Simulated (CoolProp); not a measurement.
The fluid at 293.15 K and 0.154 MPa is throttled through a valve to 0.0312 MPa with no heat exchange. The same conditions are run with several fluids, on thermodynamics alone (safety and materials aside).

The numbers come from the reference Helmholtz-energy equation of state of each fluid (chlorine: Thol 2021; C2F6 (R116): Lemmon 2006; R143a: Lemmon and Jacobsen 2000; sulfur dioxide: Gao 2016; ethane: Bücker 2006) in CoolProp.

Rank chlorine, C2F6 (R116), R143a, sulfur dioxide, ethane by temperature change (K), highest first.

C2F6 (R116) (-1.1), ethane (-1.4), R143a (-2.5), chlorine (-3.9), sulfur dioxide (-5.1)

| fluid | final density (kg/m³) |
|---|---|
| chlorine | 0.924 |
| C2F6 (R116) | 1.78 |
| R143a | 1.09 |
| sulfur dioxide | 0.840 |
| ethane | 0.388 |
